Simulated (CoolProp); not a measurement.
Vapour-liquid equilibrium of n-octane (1) + o-xylene (2) at 377 kPa; x and y are mole fractions of (1).

Values from CoolProp's multi-fluid Helmholtz-energy mixture model, Beckmüller 2019 and Zhou 2012; pair parameters Bell 2016.

### Question
Give the bubble temperature and the first vapour's composition at x = 0.05, 0.2, 0.95. Is there an azeotrope?

### Answer
x = 0.05: 473.6 K, y = 0.074; x = 0.2: 469.5 K, y = 0.273; x = 0.95: 454.6 K, y = 0.963. No azeotrope shows between x = 0.05 and 0.95.

The pair parameters rest on a limited set of measurements; away from them the model extrapolates.
